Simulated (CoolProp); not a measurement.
Propylene glycol at several states: fugacity coefficient from the reference equation and from simpler models built on Tc = 674.0 K, pc = 7.292 MPa, ω = 0.327; each cubic takes its own stable root.

Model: reference Helmholtz-energy equation of state, Eisenbach 2021, in CoolProp.

```json
[
 {"T (K)": "386.3", "p (MPa)": "30", "phase": "liquid", "reference": "0.0003950", "van der Waals": "0.04449", "Redlich-Kwong": "0.006334", "Peng-Robinson": "0.002016"},
 {"T (K)": "284.6", "p (MPa)": "0.107", "phase": "liquid", "reference": "4.615e-5", "van der Waals": "0.5404", "Redlich-Kwong": "0.01057", "Peng-Robinson": "0.001798"},
 {"T (K)": "366.7", "p (MPa)": "0.0811", "phase": "liquid", "reference": "0.02606", "van der Waals": "0.9867", "Redlich-Kwong": "0.6017", "Peng-Robinson": "0.1875"},
 {"T (K)": "297.4", "p (MPa)": "0.219", "phase": "liquid", "reference": "7.598e-5", "van der Waals": "0.3714", "Redlich-Kwong": "0.01115", "Peng-Robinson": "0.002096"},
 {"T (K)": "425.5", "p (MPa)": "6.29", "phase": "liquid", "reference": "0.005480", "van der Waals": "0.1467", "Redlich-Kwong": "0.04412", "Peng-Robinson": "0.01915"},
 {"T (K)": "286.4", "p (MPa)": "8.33", "phase": "liquid", "reference": "9.112e-7", "van der Waals": "0.01074", "Redlich-Kwong": "0.0001972", "Peng-Robinson": "3.294e-5"}
]
```

At some of these states van der Waals gives the other phase, because its saturation line lies elsewhere.
